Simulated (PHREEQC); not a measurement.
A solution holds 0.0031 mol Na2HAsO4, 0.023 mol HCl and 0.15 mol FeCl3 per kg of water, at 16 °C. Closed to the air; pH follows from the charge balance.

The numbers come from PHREEQC with the ion-association model, wateq4f.dat.

Precipitation was switched off in this run.

**Question.** Predict the pH.

**Answer.** pH 1.71.

**Question.** In which forms is Cl present?

**Answer.** Cl- 72 %, FeCl+2 16 %, FeCl2+ 12 % of the Cl.

Examples of supersaturated solids here: Hematite (slow to form), Goethite (slow to form). Others may be too. The database's scorodite may be far more soluble than the real mineral, and it has no iron arsenate complexes; the constant wasn't checked at its source.
